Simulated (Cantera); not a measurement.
A closed system holds: 1 mol HgO, 0.74 mol H₂, at 1473 K and 16.0 mbar.

These are equilibrium values from Cantera (NASA tables, ideal gas, pure condensed phases), not measurements of a reactor. Candidate condensed phases: H₂O, Hg, HgO; 10 gas species. Rates play no part.

Base state: Hg 0.535, H₂O 0.396, O₂ 0.0695, OH 0.000261, H₂ 1.55e-5 (mole fractions); condensed: gas only.

Problem. What changes in the equilibrium state with this change: H₂ from 0.74 to 0.48 mol?

Solution. 
| species | before | after |
|---|---|---|
| Hg | 0.535 | 0.575 |
| H₂O | 0.396 | 0.276 |
| O₂ | 0.0695 | 0.149 |
| H₂ | 1.55e-5 | 7.39e-6 |
| OH | 0.000261 | 0.000264 |

Problem. What changes in the equilibrium state with this change: HgO replaced by Fe(CO)₅?

Solution. 
| species | before | after |
|---|---|---|
| CO | 0 | 0.871 |
| H₂ | 1.55e-5 | 0.129 |
| H | 3.94e-7 | 3.59e-5 |
| Hg | 0.535 | 0 |
| H₂O | 0.396 | 3.76e-6 |
| O₂ | 0.0695 | <1e-9 |
| OH | 0.000261 | <1e-9 |
| CO₂ | 0 | 1.03e-5 |
| Fe(γ), mol | 0 | 1.000 |
Further candidate phases: C, C₆H₆, C₇H₈, C₈H₁₈, Fe, Fe(CO)₅, FeO, Fe(OH)₂, Fe(OH)₃, Fe₂O₃, Fe₃O₄.
